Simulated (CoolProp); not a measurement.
A simple Rankine cycle with cis-2-butene: condensing at 298.15 K, boiler at 1.27 MPa, turbine inlet 372.9 K, turbine efficiency 0.8, pump efficiency 0.8, no recuperator. Each further row changes one setting.

The numbers come from the reference Helmholtz-energy equation of state, Lemmon 2005 in CoolProp. It is a short technical equation, of lower accuracy than the large ones.

| case | thermal efficiency (%) | net work (kJ/kg) | heat in (kJ/kg) | turbine exit temperature (K) | volume ratio over the turbine |
|---|---|---|---|---|---|
| as stated | 12.6 | 60.4 | 480 | 315.0 | 6.02 |
| turbine inlet 392.9 K | (withheld) | 66.3 | 522 | 337.4 | 5.88 |
| condensing temperature 290.15 K | 13.9 | 69.3 | 497 | 307.9 | 7.76 |
| boiler pressure 0.889 MPa | 10.5 | 52.1 | 495 | (withheld) | (withheld) |
| turbine efficiency 0.7 | (withheld) | 52.6 | 480 | (withheld) | 6.14 |

Question: Complete the blanks.

Answer: 
- turbine inlet 392.9 K, thermal efficiency (%): 12.7
- boiler pressure 0.889 MPa, turbine exit temperature (K): 329.6
- boiler pressure 0.889 MPa, volume ratio over the turbine: 4.07
- turbine efficiency 0.7, thermal efficiency (%): 11.0
- turbine efficiency 0.7, turbine exit temperature (K): 319.9
